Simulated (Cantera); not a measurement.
Input: 1 mol acetone, a varied amount of H2, equilibrated at 898 K and 0.100 bar.

Equilibrium computed with Cantera from the NASA thermochemical tables; the gas is ideal and each condensed phase is pure. Candidate condensed phases: C, C6H6, C7H8, C8H18, H2O; 110 gas species. The feed counts by its element totals alone. Rates play no part.

Problem. At 1.8 mol H2, list the 5 most abundant gas species with their mole fractions, and the condensed phases.

Solution. H2 0.807, CO 0.134, H2O 0.0274, CH4 0.0209, CO2 0.0106. Condensed: C(graphite).
